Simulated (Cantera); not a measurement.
What does this Cantera script print?

```python
import numpy as np
import cantera as ct

gas_names = """
    CL CL2 N N2 Si SiCL SiCL2 SiCL3 SiCL4 SiN Si2 Si2N Si3
""".split()
cond_names = """
    Si(cr) Si(L) Si3N4(a)
""".split()


# ... load() reads the species with a 1 bar reference pressure and builds the phases ...
atoms = {
    'SiCl4': {'Si': 1, 'CL': 4},
    'N2': {'N': 2},
}
top_T = {'Si3N4(a)': 2400}  # K; cautious upper limits of use, not melting points


# ... equilibrate(T, P, feed) seeds the gas with the atoms and calls Mixture.equilibrate('TP', solver="vcs", rtol=1e-11, max_steps=5000) ...
results = []
feed = {'SiCl4': 1, 'N2': 2.4}  # mol
T = 1123  # K
P = 170  # Pa
mix = equilibrate(T, P, feed)
results.append((T, P, feed, dict(zip(mix.species_names, mix.species_moles))))
print(gas.report(threshold=0.0001))
for i in range(1, mix.n_phases):
    print(f"{mix.phase(i).name:16s} {mix.phase_moles(i):12.5e} mol")
```

It prints:

```
       temperature   1123 K
          pressure   170 Pa
           density   0.0012696 kg/m^3
  mean mol. weight   69.735 kg/kmol
   phase of matter   gas

                          1 kg             1 kmol
                     ---------------   ---------------
          enthalpy       -2.1798e+06       -1.5201e+08  J
   internal energy       -2.3137e+06       -1.6135e+08  J
           entropy              5141         3.585e+05  J/K
    Gibbs function       -7.9532e+06       -5.5461e+08  J
 heat capacity c_p            785.33             54765  J/K
 heat capacity c_v             666.1             46450  J/K

                      mass frac. Y      mole frac. X     chem. pot. / RT
                     ---------------   ---------------   ---------------
                N2           0.28354           0.70582           -31.895
             SiCL4           0.71623             0.294           -125.42
     [  +11 minor]        0.00022521        0.00018208

Si(cr)            0.00000e+00 mol
Si3N4(a)          0.00000e+00 mol
```

Equilibrium computed with Cantera from the NASA thermochemical tables; the gas is ideal and each condensed phase is pure. The tables' values for SiCl3 are old estimates; treat these amounts as uncertain.
